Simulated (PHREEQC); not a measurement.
Solution (25 °C): 0.018 mol/kgw HF, 0.00025 mol/kgw Na2B4O7 and 0.00023 mol/kgw LiCl. Closed to the air; pH follows from the charge balance.

Model: ion-association model, phreeqc.dat, run in PHREEQC.

Each row changes one thing in this solution. No solid was allowed to form.

```csv
case,pH,ionic strength (mol/kgw),H3BO3 (mol/kgw),SI of Halite (NaCl)
as made,2.52,0.00397,4.58e-6,-8.57
HF left out,9.20,0.000730,0.000517,-8.54
diluted 100-fold with water,…,0.000151,1.00e-5,-12.52
temperature from 25 to 20 °C,…,0.00409,3.31e-6,-8.57
HF from 0.018 to 0.0162 mol/kgw,2.55,0.00374,7.64e-6,-8.57
0.0011 mol/kgw TMAH added,2.61,0.00446,4.44e-6,-8.57
0.0011 mol/kgw HBr added,2.43,0.00468,4.81e-6,-8.57
temperature from 25 to 60 °C,2.63,…,4.67e-5,-8.59
HF from 0.018 to 0.0198 mol/kgw,2.49,0.00418,2.92e-6,-8.57
```

### Question
What belongs in the gaps?

### Answer

- diluted 100-fold with water, pH: 3.85
- temperature from 25 to 20 °C, pH: 2.50
- temperature from 25 to 60 °C, ionic strength (mol/kgw): 0.00320

(CH3)4N+ isn't in the database: it is added as a free cation with an ion size of 4 Å. Constants without temperature data keep their 25 °C values here. Real BF4- forms and hydrolyses slowly; the run takes it at equilibrium.
